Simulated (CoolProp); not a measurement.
Vapour-liquid equilibrium of cyclohexane (1) + n-dodecane (2) at 175.25 °C; x and y are mole fractions of (1).

Model: multi-fluid Helmholtz-energy mixture model, Zhou 2014 and Lemmon 2004; pair parameters Bell 2016, in CoolProp.

**Question.** Give the bubble pressure and the first vapour's composition at x = 0.2, 0.575, 0.95. Is there an azeotrope?

**Answer.** x = 0.2: 0.1595 MPa, y = 0.816; x = 0.575: 0.4622 MPa, y = 0.962; x = 0.95: 0.8365 MPa, y = 0.997. No azeotrope shows between x = 0.05 and 0.95.

Pair parameters are fitted to limited data, so mixtures are less certain than the pure fluids.
